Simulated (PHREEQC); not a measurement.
Polishing slurry liquid: speciation

A solution holds 0.0032 mol H2SO4 and 4.3e-05 mol Fe(NO3)3 per kg of water, at 25 °C. Closed to the air; pH follows from the charge balance.

Model: ion-association model, phreeqc.dat, run in PHREEQC.

- pH = 2.29
- ionic strength = 0.00790 mol/kgw
- specific conductance = 2190 µS/cm
- total alkalinity = -6.49 meq/kg

```csv
species,molality,activity,log γ
H+,0.00554,0.00510,-0.036
SO4-2,0.00230,0.00159,-0.159
HSO4-,0.000867,0.000790,-0.040
NO3-,0.000129,0.000117,-0.042
FeSO4+,3.41e-5,3.11e-5,-0.040
Fe+3,3.74e-6,1.78e-6,-0.323
FeOH+2,3.24e-6,2.25e-6,-0.158
Fe(SO4)2-,1.19e-6,1.08e-6,-0.040
FeHSO4+2,6.16e-7,4.24e-7,-0.162
Fe(OH)2+,1.60e-7,1.46e-7,-0.039
```

No solid was allowed to form. Saturation is exceeded, for instance for Hematite (slow to form), Goethite (slow to form); the values hold only as long as no solid forms.
